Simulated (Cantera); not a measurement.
A closed system holds: 1 mol SiH₂Cl₂, 0.26 mol O₃, at 850 K and 10.0 Torr.

Cantera equilibrium calculation (NASA polynomials, part measured and part estimated; ideal gas, pure solids and liquids). Candidate condensed phases: H₂O, Si, SiO₂; 30 gas species. The tables' values for SiCl₃ are old estimates; treat these amounts as uncertain. The numbers say what is thermodynamically allowed, not how fast it happens.

Base state: H₂ 0.648, SiCl₄ 0.304, SiHCl₃ 0.0388, HCl 0.00842, SiCl₃ 0.000747, SiH₂Cl₂ 0.000435, SiCl₂ 0.000130 (mole fractions); condensed: Si(s) + SiO₂(β-quartz).

Task: What changes in the equilibrium state with this change: O₃ from 0.26 to 4.5 mol?

Result: 
```tsv
species	before	after
O₂	<1e-9	0.735
HCl	0.00842	0.157
H₂O	<1e-9	0.0538
H₂	0.648	<1e-9
SiCl₄	0.304	<1e-9
Cl₂	<1e-9	0.0538
SiHCl₃	0.0388	<1e-9
SiCl₃	0.000747	<1e-9
SiH₂Cl₂	0.000435	<1e-9
SiCl₂	0.000130	<1e-9
Cl	<1e-9	5.61e-5
Si(s), mol	0.0980	0
SiO₂(β-quartz), mol	0.390	1.00
```

Task: What changes in the equilibrium state with this change: SiH₂Cl₂ replaced by TEOS?

Result: 
```tsv
species	before	after
H₂	0.648	0.781
CO	0	0.189
H₂O	<1e-9	0.0139
SiCl₄	0.304	0
SiHCl₃	0.0388	0
CO₂	0	0.0103
HCl	0.00842	0
CH₄	0	0.00506
Si(s), mol	0.0980	0
SiO₂(β-quartz), mol	0.390	1.00
C(graphite), mol	0	5.46
```
The feed counts by its element totals alone. Further candidate phases: C, C₆H₆, C₇H₈, C₈H₁₈, SiC.
